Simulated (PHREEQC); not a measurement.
A solution holds 11 mmol/kgw CuCl2 and 0.29 mmol/kgw H2SO4, at 5 °C. Closed to the air; pH follows from the charge balance.

The numbers come from PHREEQC with the ion-association model, wateq4f.dat.

Q: The ionic strength comes out as 0.0332 mol/kgw. What activity coefficients do Cl-, CuCl+, HSO4-, H+, Cu+2 get?

A: Cl- 0.84, CuCl+ 0.85, HSO4- 0.85, H+ 0.87, Cu+2 0.54.

No solid was allowed to form. Constants without temperature data keep their 25 °C values here.
